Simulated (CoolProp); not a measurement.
Vapour-liquid equilibrium of benzene (1) + dimethyl carbonate (2) at 38.05 °C; x and y are mole fractions of (1).

The numbers come from the multi-fluid Helmholtz-energy mixture model, Thol 2012 and Zhou 2011; pair parameters Bell 2016 in CoolProp.

```csv
x,bubble pressure (MPa),y at the bubble point,dew pressure at overall composition x (MPa),liquid density (mol/L)
0.05,0.01467,0.110,0.01414,11.57
0.2,0.01700,0.343,0.01551,11.46
0.35,0.01876,0.500,0.01708,11.35
0.5,0.02010,0.622,0.01876,11.26
0.65,0.02114,0.729,0.02040,11.17
0.8,0.02191,0.836,0.02168,11.09
0.95,0.02241,0.955,0.02239,11.02
```

No azeotrope shows between x = 0.05 and 0.95.

The pair parameters rest on a limited set of measurements; away from them the model extrapolates.
